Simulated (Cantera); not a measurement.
What does this Cantera script print?

```python
import numpy as np
import cantera as ct

gas_names = """
    H H2 N NH NH2 NH3 N2 N2H2 N2H4 Si SiH SiH2 SiH3 SiH4 SiN Si2 Si2N Si3
""".split()
cond_names = """
    Si(cr) Si(L) Si3N4(a)
""".split()


# ... load() reads the species with a 1 bar reference pressure and builds the phases ...
atoms = {
    'trisilylamine': {'Si': 3, 'N': 1, 'H': 9},
    'N2': {'N': 2},
}
top_T = {'Si3N4(a)': 2400}  # K; cautious upper limits of use, not melting points


# ... equilibrate(T, P, feed) seeds the gas with the atoms and calls Mixture.equilibrate('TP', solver="vcs", rtol=1e-11, max_steps=5000) ...
results = []
T = 1423  # K
P = 133.322  # Pa
for m in [1.4, 1.9, 2.7, 3.7, 5.2, 7.2, 10, 14, 19]:
    feed = {'trisilylamine': 1, 'N2': m}  # mol
    mix = equilibrate(T, P, feed)
    results.append((T, P, feed, dict(zip(mix.species_names, mix.species_moles))))

top = {s: max(r[3][s] / sum(r[3][g] for g in gas_names) for r in results) for s in gas_names}
cols = sorted((s for s in top if top[s] > 1e-06), key=lambda s: -top[s])[:6]
seen = [c for c in cond_names if any(r[3].get(c, 0) > 1e-12 for r in results)]
print("log10 of partial pressures in bar; condensed amounts in mol")
print(f"{'n(N2)':>10s}" + "".join(f"{s[:9]:>10s}" for s in cols + seen))
for T, P, feed, n in results:
    ng = sum(n[g] for g in gas_names)
    print(f"{feed['N2']:10.4g}" + "".join(f"{np.log10(max(n[s] / ng * P / 1e5, 1e-99)):10.3f}" for s in cols)
          + "".join(f"{n.get(c, 0):10.4g}" for c in seen))
```

It prints:

```
log10 of partial pressures in bar; condensed amounts in mol
     n(N2)        H2        N2         H        Si    Si(cr)  Si3N4(a)
       1.4    -2.878    -5.019    -6.617    -8.816    0.1988    0.9337
       1.9    -2.912    -3.963    -6.634    -9.520         0         1
       2.7    -2.978    -3.552    -6.667    -9.794         0         1
       3.7    -3.048    -3.359    -6.702    -9.923         0         1
       5.2    -3.136    -3.221    -6.746   -10.015         0         1
       7.2    -3.231    -3.128    -6.793   -10.077         0         1
        10    -3.336    -3.060    -6.846   -10.122         0         1
        14    -3.452    -3.009    -6.904   -10.156         0         1
        19    -3.564    -2.975    -6.960   -10.179         0         1
```

Method: chemical equilibrium by Gibbs-energy minimisation in Cantera with the NASA 1993 tables (ideal gas, pure condensed phases). The feed counts by its element totals alone. Mutual solubility and eutectic melting of coexisting phases are not modelled.
